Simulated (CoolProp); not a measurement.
The fluid at 337.37 K and 2.31 MPa expands adiabatically to 0.334 MPa with isentropic efficiency 0.7. The same conditions are run with several fluids, on thermodynamics alone (safety and materials aside).

Computed with CoolProp (reference Helmholtz-energy equation of state of each fluid (dry air: Lemmon 2000; R1132(E): Akasaka 2024; carbon monoxide: Lemmon 2006; oxygen: Schmidt 1985; C2F6 (R116): Lemmon 2006)). Blends and air are pseudo-pure fits.

**Question.** Rank dry air, R1132(E), carbon monoxide, oxygen, C2F6 (R116) by work (kJ/kg), highest first.

**Answer.** carbon monoxide (103), dry air (99.9), oxygen (90.2), R1132(E) (44.0), C2F6 (R116) (22.8)

| fluid | final temperature (K) | final density (kg/m³) |
|---|---|---|
| dry air | 235.2 | 4.97 |
| R1132(E) | 265.3 | 10.3 |
| carbon monoxide | 235.1 | 4.81 |
| oxygen | 235.6 | 5.49 |
| C2F6 (R116) | 295.3 | 19.5 |

Above 300 K oxygen's equation is extrapolated.
